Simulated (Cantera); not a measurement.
Source: NASA polynomial tables (part measured, part estimated), evaluated in Cantera. Values are per mole of reaction as written; species without (g) are pure solids or liquids, kept so even where they would boil at 1 bar.

2 Al + CO₂(g) = CO(g) + Al₂O(g), with ΔH° = 137.8 kJ and ΔS° = 179.6 J/K at 300 K.

Problem. How far is the shortcut ΔG° ≈ ΔH°(300 K) − T·ΔS°(300 K) from the full temperature-dependent value at 650, 750, 850, 950, 1050, 1150, 1250, 1350 K?

Solution. 
| T (K) | shortcut (kJ) | full (kJ) | difference (kJ) | difference in log10 K | condensed phases |
|---|---|---|---|---|---|
| 650 | 21.1 | 22.3 | -1.3 | 0.10 | Al(s) |
| 750 | 3.1 | 5.3 | -2.2 | 0.15 | Al(s) |
| 850 | -14.9 | -11.5 | -3.3 | 0.21 | Al(s) |
| 950 | -32.8 | -27.7 | -5.2 | 0.28 | Al(l) |
| 1050 | -50.8 | -41.6 | -9.2 | 0.46 | Al(l) |
| 1150 | -68.7 | -55.3 | -13.4 | 0.61 | Al(l) |
| 1250 | -86.7 | -68.8 | -17.8 | 0.75 | Al(l) |
| 1350 | -104.6 | -82.2 | -22.5 | 0.87 | Al(l) |
The shortcut ignores heat capacities and the phase changes listed.
